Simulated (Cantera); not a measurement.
Source: NASA polynomial tables (part measured, part estimated), evaluated in Cantera. Values are per mole of reaction as written; species without (g) are pure solids or liquids, kept so even where they would boil at 1 bar.

3 H(g) + AlF3(g) → Al + 3 HF(g), with ΔH° = -262.4 kJ and ΔS° = -71.3 J/K at 300 K.

How far is the shortcut ΔG° ≈ ΔH°(300 K) − T·ΔS°(300 K) from the full temperature-dependent value at 1523, 1548, 1573, 1598, 1623, 1648, 1673, 1698 K?


| T (K) | shortcut (kJ) | full (kJ) | difference (kJ) | difference in log10 K | condensed phases |
|---|---|---|---|---|---|
| 1523 | -153.8 | -137.0 | -16.8 | 0.58 | Al(l) |
| 1548 | -152.0 | -134.7 | -17.3 | 0.58 | Al(l) |
| 1573 | -150.2 | -132.4 | -17.8 | 0.59 | Al(l) |
| 1598 | -148.4 | -130.1 | -18.3 | 0.60 | Al(l) |
| 1623 | -146.7 | -127.9 | -18.8 | 0.60 | Al(l) |
| 1648 | -144.9 | -125.6 | -19.3 | 0.61 | Al(l) |
| 1673 | -143.1 | -123.3 | -19.8 | 0.62 | Al(l) |
| 1698 | -141.3 | -121.0 | -20.3 | 0.63 | Al(l) |
The shortcut ignores heat capacities and the phase changes listed.
